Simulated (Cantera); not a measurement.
Input (Python, Cantera) and output of one run.

```python
import numpy as np
import cantera as ct

gas_names = """
    AL ALCL ALCL2 ALCL3 ALH ALN AL2 AL2CL6 CL CL2 H HCL H2 N NH NH2 NH3 N2 N2H2 N2H4
""".split()
cond_names = """
    AL(cr) AL(L) ALCL3(s) ALCL3(L) ALN(s) NH4CL(a) NH4CL(b)
""".split()


# ... load() reads the species with a 1 bar reference pressure and builds the phases ...
atoms = {
    'AlN': {'AL': 1, 'N': 1},
    'HCl': {'H': 1, 'CL': 1},
}
top_T = {'ALN(s)': 2750}  # K; cautious upper limits of use, not melting points


# ... equilibrate(T, P, feed) seeds the gas with the atoms and calls Mixture.equilibrate('TP', solver="vcs", rtol=1e-11, max_steps=5000) ...
results = []
feed = {'AlN': 1, 'HCl': 0.67}  # mol
T = 1025  # K
P = 160000  # Pa
mix = equilibrate(T, P, feed)
results.append((T, P, feed, dict(zip(mix.species_names, mix.species_moles))))
print(gas.report(threshold=1e-06))
for i in range(1, mix.n_phases):
    print(f"{mix.phase(i).name:16s} {mix.phase_moles(i):12.5e} mol")
```

It prints:

```
       temperature   1025 K
          pressure   1.6e+05 Pa
           density   0.91328 kg/m^3
  mean mol. weight   48.645 kg/kmol
   phase of matter   gas

                          1 kg             1 kmol
                     ---------------   ---------------
          enthalpy       -3.1027e+06       -1.5093e+08  J
   internal energy       -3.2779e+06       -1.5945e+08  J
           entropy            5384.3        2.6192e+05  J/K
    Gibbs function       -8.6215e+06        -4.194e+08  J
 heat capacity c_p            949.73             46200  J/K
 heat capacity c_v            778.81             37885  J/K

                      mass frac. Y      mole frac. X     chem. pot. / RT
                     ---------------   ---------------   ---------------
             ALCL2        2.2078e-06        1.0972e-06           -84.416
             ALCL3           0.74777           0.27282           -112.12
            AL2CL6          0.046363         0.0084577           -224.25
               HCL           0.10442           0.13933           -36.673
                H2          0.018006           0.43448           -17.931
               NH3        3.0228e-05        8.6339e-05            -40.09
                N2          0.083402           0.14483           -26.388
     [  +13 minor]        1.1669e-09        3.4329e-09

AL(L)             0.00000e+00 mol
ALCL3(L)          0.00000e+00 mol
ALN(s)            8.07520e-01 mol
```

Method: chemical equilibrium by Gibbs-energy minimisation in Cantera with the NASA 1993 tables (ideal gas, pure condensed phases).
